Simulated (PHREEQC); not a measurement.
Solution (20 °C): 0.00069 mol/kgw PbCl2, 6.4e-05 mol/kgw H2SiF6 and 0.027 mol/kgw NH4Cl. Closed to the air; pH follows from the charge balance.

The numbers come from PHREEQC with the ion-association model, wateq4f.dat.

Precipitation was switched off in this run.

Task: What pH does the model give?

Result: pH 3.59.

Task: In which forms is F present?

Result: F- 77 %, HF 23 % of the F.

The solution is supersaturated, for example in Matlockite, so a real one may precipitate; this is no full list. Species that the database lacks are ignored. SiF6-2 is the database's only silicon fluoride.
